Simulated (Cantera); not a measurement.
Cantera run:

```python
import numpy as np
import cantera as ct

gas_names = [...]  # 110 gases of nasa_gas.yaml made of C, H, O
cond_names = """
    C(gr) C6H6(L) C7H8(L) C8H18(L),n-octa H2O(s) H2O(L)
""".split()


# ... load() reads the species with a 1 bar reference pressure and builds the phases ...
atoms = {
    'C2H5OH': {'C': 2, 'H': 6, 'O': 1},
    'H2O': {'H': 2, 'O': 1},
    'H2': {'H': 2},
}
top_T = {'C(gr)': 4500}  # K; cautious upper limits of use, not melting points


# ... equilibrate(T, P, feed) seeds the gas with the atoms and calls Mixture.equilibrate('TP', solver="vcs", rtol=1e-11, max_steps=5000) ...
results = []
feed = {'C2H5OH': 1, 'H2O': 1.2, 'H2': 1.7}  # mol
P = 8400000  # Pa
for T in [998, 1048, 1098, 1148, 1198, 1248, 1298, 1348, 1398, 1448, 1498, 1548, 1598]:
    mix = equilibrate(T, P, feed)
    results.append((T, P, feed, dict(zip(mix.species_names, mix.species_moles))))
    x = sorted(zip(gas.X, gas.species_names), reverse=True)
    print(f"T = {T:g} K  P = {P:g} Pa  gas = {mix.phase_moles(0):.4g} mol")
    print("   x: " + "  ".join(f"{s} {v:.3e}" for v, s in x if v > 1e-05))
    print("   condensed (mol): " + ("  ".join(f"{mix.phase(i).name} {mix.phase_moles(i):.4g}"
          for i in range(1, mix.n_phases) if mix.phase_moles(i) > 1e-12) or "none"))
```

Result:

```
T = 998 K  P = 8.4e+06 Pa  gas = 4.684 mol
   x: CH4 3.431e-01  H2O 3.304e-01  H2 2.427e-01  CO2 5.553e-02  CO 2.819e-02  C2H6 8.403e-05
   condensed (mol): none
T = 1048 K  P = 8.4e+06 Pa  gas = 4.883 mol
   x: CH4 3.088e-01  H2O 2.953e-01  H2 2.952e-01  CO2 5.462e-02  CO 4.602e-02  C2H6 8.531e-05
   condensed (mol): none
T = 1098 K  P = 8.4e+06 Pa  gas = 5.124 mol
   x: H2 3.504e-01  CH4 2.707e-01  H2O 2.593e-01  CO 6.883e-02  CO2 5.060e-02  C2H6 8.111e-05
   condensed (mol): none
T = 1148 K  P = 8.4e+06 Pa  gas = 5.405 mol
   x: H2 4.066e-01  CH4 2.306e-01  H2O 2.235e-01  CO 9.503e-02  CO2 4.422e-02  C2H6 7.208e-05
   condensed (mol): none
T = 1198 K  P = 8.4e+06 Pa  gas = 5.718 mol
   x: H2 4.612e-01  CH4 1.906e-01  H2O 1.891e-01  CO 1.223e-01  CO2 3.670e-02  C2H6 5.999e-05
   condensed (mol): none
T = 1248 K  P = 8.4e+06 Pa  gas = 6.046 mol
   x: H2 5.121e-01  H2O 1.572e-01  CH4 1.532e-01  CO 1.482e-01  CO2 2.922e-02  C2H6 4.698e-05  C2H4 1.235e-05
   condensed (mol): none
T = 1298 K  P = 8.4e+06 Pa  gas = 6.37 mol
   x: H2 5.571e-01  CO 1.713e-01  H2O 1.289e-01  CH4 1.200e-01  CO2 2.259e-02  C2H6 3.488e-05  C2H4 1.434e-05
   condensed (mol): none
T = 1348 K  P = 8.4e+06 Pa  gas = 6.671 mol
   x: H2 5.953e-01  CO 1.905e-01  H2O 1.049e-01  CH4 9.201e-02  CO2 1.716e-02  C2H6 2.475e-05  C2H4 1.557e-05
   condensed (mol): none
T = 1398 K  P = 8.4e+06 Pa  gas = 6.937 mol
   x: H2 6.265e-01  CO 2.059e-01  H2O 8.526e-02  CH4 6.932e-02  CO2 1.296e-02  C2H6 1.690e-05  C2H4 1.596e-05
   condensed (mol): none
T = 1448 K  P = 8.4e+06 Pa  gas = 7.162 mol
   x: H2 6.511e-01  CO 2.179e-01  H2O 6.965e-02  CH4 5.150e-02  CO2 9.833e-03  C2H4 1.554e-05  C2H6 1.119e-05
   condensed (mol): none
T = 1498 K  P = 8.4e+06 Pa  gas = 7.344 mol
   x: H2 6.701e-01  CO 2.269e-01  H2O 5.756e-02  CH4 3.784e-02  CO2 7.557e-03  C2H4 1.444e-05
   condensed (mol): none
T = 1548 K  P = 8.4e+06 Pa  gas = 7.487 mol
   x: H2 6.845e-01  CO 2.336e-01  H2O 4.837e-02  CH4 2.754e-02  CO2 5.920e-03  C2H4 1.284e-05
   condensed (mol): none
T = 1598 K  P = 8.4e+06 Pa  gas = 7.598 mol
   x: H2 6.953e-01  CO 2.386e-01  H2O 4.149e-02  CH4 1.988e-02  CO2 4.750e-03  C2H4 1.097e-05
   condensed (mol): none
```

Equilibrium computed with Cantera from the NASA thermochemical tables; the gas is ideal and each condensed phase is pure. The ideal-gas law is rough above about 30 bar.
